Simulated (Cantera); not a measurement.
## AlN + O₂ + H₂ (nitride etching)

Input: 1 mol AlN, 7.2 mol O₂, 4.1 mol H₂, held at 0.100 bar.

Method: chemical equilibrium by Gibbs-energy minimisation in Cantera with the NASA 1993 tables (ideal gas, pure condensed phases). Candidate condensed phases: Al, AlN, Al₂O₃, H₂O; 35 gas species. Gases not in the tables: Al(OH)₃. The numbers say what is thermodynamically allowed, not how fast it happens.

```csv
T (°C),x O₂,x H₂O,x N₂,x OH,x NO,x O,n Al₂O₃(s)
1152,0.489,0.455,0.0554,0.000184,0.000336,3.07e-6,0.500
1227,0.488,0.455,0.0553,0.000367,0.000494,8.96e-6,0.500
1302,0.488,0.455,0.0552,0.000683,0.000700,2.37e-5,0.500
1377,0.488,0.455,0.0551,0.00120,0.000961,5.72e-5,0.500
1452,0.487,0.454,0.0549,0.00201,0.00128,0.000128,0.500
1527,0.487,0.453,0.0547,0.00322,0.00167,0.000268,0.500
1602,0.486,0.452,0.0544,0.00497,0.00212,0.000530,0.500
1677,0.484,0.450,0.0541,0.00740,0.00265,0.000993,0.500
1752,0.482,0.448,0.0537,0.0107,0.00324,0.00178,0.500
```
x: gas mole fraction; n: condensed amount in mol.

From 1152 °C to 1752 °C the condensed part is Al₂O₃(s).
